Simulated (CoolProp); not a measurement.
2000 sccm (0 °C, 1 atm) of nitrogen bubbles through liquid n-nonane at 304.8 K and leaves saturated at a total pressure of 0.00556 MPa (ideal gas phase). Each further row changes one setting.

Computed with CoolProp (reference Helmholtz-energy equation of state, Lemmon 2006). It is a short technical equation, of lower accuracy than the large ones.

| case | vapour pressure (kPa) | mole fraction of vapour | delivery (mg/min) | delivery (sccm) | change of delivery for a bath 1 K warmer (%) |
|---|---|---|---|---|---|
| as stated | 0.873 | 0.157 | 2130 | 372 | 7.3 |
| bath temperature 309.8 K | 1.17 | 0.210 | 3050 | 533 | 7.6 |
| total pressure 0.0111 MPa | 0.873 | 0.0786 | 977 | 171 | 6.7 |
